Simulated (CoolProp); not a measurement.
Carbonyl sulfide at several states: fugacity coefficient from the reference equation and from simpler models built on Tc = 105.6 °C, pc = 6369 kPa, ω = 0.098; each cubic takes its own stable root.

Model: reference Helmholtz-energy equation of state, Lemmon 2006, in CoolProp. It is a short technical equation, of lower accuracy than the large ones.

```json
[
 {"T (°C)": "-97.95", "p (kPa)": "1740", "phase": "liquid", "reference": "0.003331"},
 {"T (°C)": "1.55", "p (kPa)": "422", "phase": "gas", "reference": "0.9408"},
 {"T (°C)": "141.55", "p (kPa)": "3830", "phase": "gas", "reference": "0.8519"},
 {"T (°C)": "-39.45", "p (kPa)": "115", "phase": "gas", "reference": "0.9731"},
 {"T (°C)": "338.55", "p (kPa)": "12.8", "phase": "gas", "reference": "0.9999"}
]
```

Task: How far does each simpler model (van der Waals, Redlich-Kwong, Peng-Robinson) lie from the reference over these 5 states: mean and median of the absolute difference, and the worst?

Result: 
- van der Waals: mean 354.3 %, median 1.1 %, worst +1767.9 % at -97.95 °C and 1740 kPa
- Redlich-Kwong: mean 3.6 %, median 0.4 %, worst -16.6 % at -97.95 °C and 1740 kPa
- Peng-Robinson: mean 2.1 %, median 0.2 %, worst +8.1 % at -97.95 °C and 1740 kPa
